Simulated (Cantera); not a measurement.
Standard-state values (1 bar) from the NASA 1993 polynomials, evaluated with Cantera. Values are per mole of reaction as written; species without (g) are pure solids or liquids, kept so even where they would boil at 1 bar.

Between 1400 and 2075 K, where is each reaction favourable under standard conditions?
- 6 H(g) + NF3(g) → NH3(g) + 3 HF(g)
- 3 H(g) + NF3(g) → NH3(g) + 3 F(g)


- 6 H(g) + NF3(g) → NH3(g) + 3 HF(g): ΔG° is -1646 kJ at 1400 K and -1419 kJ at 2075 K; it stays negative (K > 1). ΔH° is -2132 kJ and ΔS° -344 J/K at 2075 K.
- 3 H(g) + NF3(g) → NH3(g) + 3 F(g): ΔG° is -398 kJ at 1400 K and -417 kJ at 2075 K; it stays negative (K > 1). ΔH° is -364 kJ and ΔS° 25 J/K at 2075 K.
